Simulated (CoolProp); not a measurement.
Methane at 298.15 K and 0.105 MPa flows at 4 m/s in a round tube of 1 mm bore and 45 µm roughness, fully developed (64/Re and Nu = 3.66 if laminar; Colebrook and Gnielinski if turbulent). Each further row changes one setting.

Model: reference Helmholtz-energy equation of state, Setzmann 1991, in CoolProp.

```csv
case,Reynolds number,Darcy friction factor,pressure drop (Pa/m),heat-transfer coefficient (W/(m² K)),mass flow (kg/h)
as stated,243,0.263,1430,125,[?]
velocity 8 m/s,486,0.132,[?],125,0.0154
diameter 2 mm,486,0.132,[?],[?],0.0308
```

Task: Complete the blanks.

Result: 
- as stated, mass flow (kg/h): 0.00770
- velocity 8 m/s, pressure drop (Pa/m): 2870
- diameter 2 mm, pressure drop (Pa/m): 358
- diameter 2 mm, heat-transfer coefficient (W/(m² K)): 62.5

Viscosity comes from a separate model (Quiñones-Cisneros 2006). Thermal conductivity comes from a separate model (Friend 1989).
